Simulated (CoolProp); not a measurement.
Properties of hydrogen chloride along the isotherm 87.75 °C (Tc = 51.5 °C, pc = 8.314 MPa, ω = 0.130).

Computed with CoolProp (reference Helmholtz-energy equation of state, Thol 2018).

```csv
p (MPa),phase,Z,cv (kJ/(kg K)),expansivity (1/kK)
1.48,gas,0.9511,0.5964,3.231
2.97,gas,0.9001,0.6257,3.826
4.45,gas,0.8473,0.6594,4.604
5.94,gas,0.7917,0.6989,5.666
7.42,gas,0.7334,0.7443,7.148
8.91,supercritical,0.6711,0.7965,9.335
10.4,supercritical,0.6042,0.8536,12.70
11.9,supercritical,0.5318,0.9095,18.02
13.4,supercritical,0.4584,0.9432,24.39
14.8,supercritical,0.4071,0.9340,23.98
16.3,supercritical,0.3841,0.9039,18.23
17.8,supercritical,0.3809,0.8786,13.91
19.3,supercritical,0.3868,0.8606,11.19
20.8,supercritical,0.3972,0.8480,9.413
```
